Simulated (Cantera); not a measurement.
A jet of CH4 : O2 : N2 = 0.014 : 0.21 : 0.79 (molar parts), equivalence ratio 0.13 at 300 K and 0.0730 bar hits a platinum plate 5.3 cm away at a mass flux of 0.18 kg/m²/s; the plate temperature is set and raised in steps from an oxygen-covered start.

Computed with Cantera and Deutschmann's 1995 Pt surface mechanism with GRI-Mech 3.0 gas chemistry. Catalytic surfaces can have several steady states; this one follows from the mechanism file's or the stated starting coverage.

One state of this run: wall x CH4 = 0.00491; wall x O2 = 0.188; wall x H2O = 0.0164; wall x OH = 1.98e-6; wall x CO = 7.20e-6; wall x CO2 = 0.0108; θ free Pt = 0.501; θ O* = 0.498. x: mole fraction at the wall; θ: surface coverage.

Task: Which value of plate T (K) does it belong to?
A. 1000
B. 1200
C. 1050
D. 1150

Result: D, 1150
